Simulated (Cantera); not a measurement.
A closed system holds: 1 mol MgCO₃, 0.29 mol O₂, 3.3 mol CO₂, 0.087 mol SO₃, at 600000 Pa.

These are equilibrium values from Cantera (NASA tables, ideal gas, pure condensed phases), not measurements of a reactor. Candidate condensed phases: C, Mg, MgCO₃, MgO, MgS, MgSO₄, S; 26 gas species. Mutual solubility and eutectic melting of coexisting phases are not modelled. Rates play no part.

Task: Which condensed phases are stable at each of these points (T (°C)): 827, 852, 877, 902, 927, 952, 977, 1002, 1027, 1052?

Result: 
```csv
T (°C),condensed phases,Mg condensed (%)
827,MgO(s) + MgSO₄(s),100.0
852,MgO(s) + MgSO₄(s),100.0
877,MgO(s) + MgSO₄(s),100.0
902,MgO(s) + MgSO₄(s),100.0
927,MgO(s) + MgSO₄(s),100.0
952,MgO(s) + MgSO₄(s),100.0
977,MgO(s) + MgSO₄(s),100.0
1002,MgO(s) + MgSO₄(s),100.0
1027,MgO(s),100.0
1052,MgO(s),100.0
```

From 827 °C to 1002 °C the condensed part is MgO(s) + MgSO₄(s). From 1027 °C to 1052 °C the condensed part is MgO(s).
